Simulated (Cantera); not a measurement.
Mixture: CH₄ : C₂H₆ : O₂ : N₂ = 1 : 0.075 : 2.9 : 10.2 (molar parts), at 810000 Pa, adiabatic and at constant pressure. Ignition delay is the time to a rise of 400 K.

Computed with Cantera and GRI-Mech 3.0 (53 species, 325 reactions).

### Question
Predict: delay at 1273 K; delay at 1323 K; delay at 1373 K; delay at 1423 K; delay at 1473 K; delay at 1523 K; delay at 1573 K; apparent activation energy between 1473 and 1573 K.

### Answer
```
Property                                                 Value
--------------------------------------------------  ----------
delay at 1273 K                                       0.619 ms
delay at 1323 K                                       0.372 ms
delay at 1373 K                                       0.229 ms
delay at 1423 K                                       0.143 ms
delay at 1473 K                                        91.4 µs
delay at 1523 K                                        59.4 µs
delay at 1573 K                                        39.3 µs
apparent activation energy between 1473 and 1573 K  160 kJ/mol
```
